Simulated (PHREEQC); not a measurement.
A solution holds 14 mmol/kgw HF, 89 mmol/kgw (CH3)4NF and 0.11 mmol/kgw H4SiO4, at 20 °C. Closed to the air; pH follows from the charge balance.

Equilibrium calculation in PHREEQC: ion-association model, phreeqc.dat.

Problem. The ionic strength comes out as 0.0892 mol/kgw. What activity coefficients do H+, SiF6-2, HF2-, F- get?

Solution. H+ 0.83, SiF6-2 0.39, HF2- 0.79, F- 0.77.

This is a speciation only: nothing precipitates in the calculation. (CH3)4N+ isn't in the database: it is added as a free cation with an ion size of 4 Å. SiF6-2 is the database's only silicon fluoride.
